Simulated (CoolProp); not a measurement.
Aqueous potassium formate as a coolant, 40 % by mass, freezing at -35.0 °C, 1 atm.

Values from CoolProp's Melinder's fits for secondary coolants.

```tsv
T (°C)	viscosity (mPa s)	density (kg/m³)	Prandtl number	cp (kJ/(kg K))
-0.6	3.26	1270	18.8	2.841
3.9	2.88	1269	16.5	2.849
8.3	2.58	1267	14.7	2.857
12.7	2.33	1265	13.2	2.865
17.2	2.12	1263	11.9	2.873
21.6	1.94	1261	10.8	2.881
26.1	1.79	1259	9.85	2.889
30.5	1.65	1257	9.05	2.898
```
